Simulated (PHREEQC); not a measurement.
Consider water at 55 °C and 100 atm with 0.15 mol/kgw KH2PO4 and 0.015 mol/kgw H2SO4. Closed to the air; pH follows from the charge balance.

Equilibrium calculation in PHREEQC: ion-association model, phreeqc.dat.

This is a speciation only: nothing precipitates in the calculation.

**Question.** Order these S species by the share of S that they hold, largest first: SO4-2, KSO4-, HSO4-.

**Answer.** SO4-2 (63 %), KSO4- (29 %), HSO4- (7.4 %)

The pH is 2.81 and the ionic strength 0.157 mol/kgw. Under pressure, the constants of complexes without a molar volume in the database are unreliable. Away from 25 °C the constants follow the database's enthalpies or fits; those with neither stay at their 25 °C values.
